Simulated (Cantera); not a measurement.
Input: 1 mol NaI, 63 mol N2, held at 0.180 bar.

Cantera equilibrium calculation (NASA polynomials, part measured and part estimated; ideal gas, pure solids and liquids). Candidate condensed phases: I2, Na, NaI; 7 gas species. Gases not in the tables: NaBr and NaI dimers. Equilibrium is a limit: real reactors are often held back by kinetics, nucleation or transport.

x: gas mole fraction; n: condensed amount in mol.

```
T (°C)   x N2     x NaI      x Na       x I      x I2  n NaI(s)  n NaI(l)
------  -----  --------  --------  --------  --------  --------  --------
400      1.00   9.09e-8    <1e-12    <1e-12    <1e-12     1.000         0
500     1.000   7.57e-6  6.92e-11  6.90e-11    <1e-12     1.000         0
600     1.000  0.000221   5.67e-9   5.67e-9    <1e-12     0.986         0
700     0.997   0.00275   1.74e-7   1.74e-7  2.97e-12         0     0.826
800     0.984    0.0156         ?         ?         ?         0         0
900     0.984    0.0156         ?         ?         ?         0         0
1000    0.984    0.0156   3.59e-5   3.59e-5   1.41e-9         0         0
1100    0.984    0.0155  0.000103  0.000103   4.00e-9         0         0
1200    0.984    0.0154  0.000256  0.000256   9.79e-9         0         0
1300    0.984    0.0151  0.000563  0.000563   2.11e-8         0         0
1400    0.983    0.0145   0.00112   0.00112   4.08e-8         0         0
1500    0.982    0.0136   0.00202   0.00202   7.08e-8         0         0
1600    0.981    0.0122   0.00335   0.00335   1.11e-7         0         0
```

Problem. Fill in the missing entries.

Solution. 
- 900, x Na: 1.05e-5
- 900, x I: 1.05e-5
- 900, x I2: 4.15e-10
- 800, x Na: 2.42e-6
- 800, x I: 2.42e-6
- 800, x I2: 9.71e-11
